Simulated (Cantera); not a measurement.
**Hydrocarbon pyrolysis for carbon deposition**

An isothermal, constant-pressure homogeneous reactor starts with 14.9 % CH4, 85.1 % H2, at 1675 K and 0.0900 Torr.

Computed with Cantera and GRI-Mech 3.0 (53 species, 325 reactions). GRI-Mech 3.0 stops at C3 and has no aromatics, soot or wall deposition, so with more carbon than oxygen in the feed, carbon stays in small species such as C2H2 where larger ones or solid carbon would form. Radical loss at walls, strong at low pressure, is not modelled.

```tsv
t (s)	x CH4	x H2	x C2H	x CH3	x CH2
0.000300	0.149	0.851	<1e-12	9.06e-8	<1e-12
0.00103	0.149	0.851	<1e-12	3.43e-7	<1e-12
0.00355	0.149	0.851	<1e-12	1.38e-6	<1e-12
0.0122	0.149	0.851	<1e-12	5.24e-6	5.42e-12
0.0421	0.149	0.851	<1e-12	1.86e-5	9.56e-11
0.145	0.149	0.851	<1e-12	6.45e-5	1.30e-9
0.499	0.149	0.851	<1e-12	0.000223	1.55e-8
1.72	0.148	0.851	4.24e-11	0.000785	1.75e-7
5.91	0.133	0.858	2.16e-8	0.00260	1.58e-6
20.3	0.0653	0.896	2.47e-7	0.00187	1.76e-6
70.0	0.0188	0.922	5.08e-7	0.000692	1.03e-6
```
x: mole fraction; the columns are a selection and need not sum to one.

Equilibrium at this temperature and pressure: CH4 4.25e-6, H2 0.925, C2H 3.54e-6, CH3 9.58e-7, CH2 1.07e-8 (gas phase only).
